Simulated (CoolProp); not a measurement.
Vapour-liquid equilibrium of propylene (1) + acetone (2) at 3.57 bar; x and y are mole fractions of (1).

Values from CoolProp's multi-fluid Helmholtz-energy mixture model, Lemmon 2013 and Lemmon 2006; pair parameters Bell 2016.

```json
[
 {"x": "0.05", "bubble temperature, mixture model (K)": "339.1", "bubble temperature, Raoult's law (K)": "349.4", "y, mixture model": "0.605", "y, Raoult's law": "0.486"},
 {"x": "0.2", "bubble temperature, mixture model (K)": "286.3", "bubble temperature, Raoult's law (K)": "311.2", "y, mixture model": "0.953", "y, Raoult's law": "0.883"},
 {"x": "0.35", "bubble temperature, mixture model (K)": "271.3", "bubble temperature, Raoult's law (K)": "291.6", "y, mixture model": "0.979", "y, Raoult's law": "0.958"},
 {"x": "0.5", "bubble temperature, mixture model (K)": "266.5", "bubble temperature, Raoult's law (K)": "279.4", "y, mixture model": "0.985", "y, Raoult's law": "0.982"},
 {"x": "0.65", "bubble temperature, mixture model (K)": "264.3", "bubble temperature, Raoult's law (K)": "270.8", "y, mixture model": "0.988", "y, Raoult's law": "0.992"},
 {"x": "0.8", "bubble temperature, mixture model (K)": "262.3", "bubble temperature, Raoult's law (K)": "264.3", "y, mixture model": "0.991", "y, Raoult's law": "0.997"},
 {"x": "0.95", "bubble temperature, mixture model (K)": "259.1", "bubble temperature, Raoult's law (K)": "259.2", "y, mixture model": "0.997", "y, Raoult's law": "0.999"}
]
```

The largest gap from Raoult's law is -24.9 K in bubble temperature, at x = 0.2. No azeotrope shows between x = 0.05 and 0.95.

Pair parameters are fitted to limited data, so mixtures are less certain than the pure fluids. With so large a gap from Raoult's law the liquid may split in two, which this calculation doesn't test in full.
